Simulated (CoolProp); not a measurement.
Dry air at 298.15 K and 0.325 MPa is throttled through a valve to 0.13 MPa with no heat exchange. Each further row changes one setting.

Values from CoolProp's reference Helmholtz-energy equation of state, Lemmon 2000. It is a pseudo-pure fit of the blend.

| case | temperature change (K) | final density (kg/m³) |
|---|---|---|
| as stated | -0.4 | ___ |
| outlet pressure 0.039 MPa | ___ | ___ |
| outlet pressure 0.169 MPa | -0.4 | ___ |

Problem. Fill in the missing entries.

Solution. 
- as stated, final density (kg/m³): 1.52
- outlet pressure 0.039 MPa, temperature change (K): -0.7
- outlet pressure 0.039 MPa, final density (kg/m³): 0.457
- outlet pressure 0.169 MPa, final density (kg/m³): 1.98
